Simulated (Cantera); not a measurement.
What does this Cantera script print?

```python
import numpy as np
import cantera as ct

gas_names = [...]  # 95 gases of nasa_gas.yaml made of C, F, H
cond_names = """
    C(gr) C6H6(L) C7H8(L) C8H18(L),n-octa
""".split()


# ... load() reads the species with a 1 bar reference pressure and builds the phases ...
atoms = {
    'C2F6': {'C': 2, 'F': 6},
    'H2': {'H': 2},
}
top_T = {'C(gr)': 4500}  # K; cautious upper limits of use, not melting points


# ... equilibrate(T, P, feed) seeds the gas with the atoms and calls Mixture.equilibrate('TP', solver="vcs", rtol=1e-11, max_steps=5000) ...
results = []
feed = {'C2F6': 1, 'H2': 2.3}  # mol
P = 370  # Pa
for T in [2923, 2948, 2973, 2998, 3023, 3048, 3073, 3098, 3123, 3148, 3173, 3198]:
    mix = equilibrate(T, P, feed)
    results.append((T, P, feed, dict(zip(mix.species_names, mix.species_moles))))

top = {s: max(r[3][s] / sum(r[3][g] for g in gas_names) for r in results) for s in gas_names}
cols = sorted((s for s in top if top[s] > 0.0001), key=lambda s: -top[s])[:6]
seen = [c for c in cond_names if any(r[3].get(c, 0) > 1e-12 for r in results)]
print("log10 of partial pressures in bar; condensed amounts in mol")
print(f"{'T/K':>10s}" + "".join(f"{s[:9]:>10s}" for s in cols + seen))
for T, P, feed, n in results:
    ng = sum(n[g] for g in gas_names)
    print(f"{T:10.4g}" + "".join(f"{np.log10(max(n[s] / ng * P / 1e5, 1e-99)):10.3f}" for s in cols)
          + "".join(f"{n.get(c, 0):10.4g}" for c in seen))
```

Output:

```
log10 of partial pressures in bar; condensed amounts in mol
       T/K        HF         F         H        C3         C        CF     C(gr)
      2923    -2.635    -3.049    -3.670    -3.872    -4.622    -4.057    0.9807
      2948    -2.655    -3.044    -3.605    -3.751    -4.514    -4.029    0.6612
      2973    -2.680    -3.040    -3.545    -3.632    -4.408    -4.002    0.2264
      2998    -2.701    -3.030    -3.489    -3.589    -4.328    -3.993         0
      3023    -2.718    -3.014    -3.436    -3.602    -4.268    -3.997         0
      3048    -2.737    -2.998    -3.387    -3.616    -4.209    -4.002         0
      3073    -2.757    -2.982    -3.340    -3.631    -4.152    -4.006         0
      3098    -2.780    -2.966    -3.297    -3.648    -4.097    -4.011         0
      3123    -2.804    -2.951    -3.256    -3.667    -4.043    -4.017         0
      3148    -2.830    -2.935    -3.219    -3.688    -3.991    -4.024         0
      3173    -2.858    -2.921    -3.184    -3.711    -3.940    -4.031         0
      3198    -2.889    -2.906    -3.151    -3.736    -3.891    -4.039         0
```

These are equilibrium values from Cantera (NASA tables, ideal gas, pure condensed phases), not measurements of a reactor. The feed counts by its element totals alone.
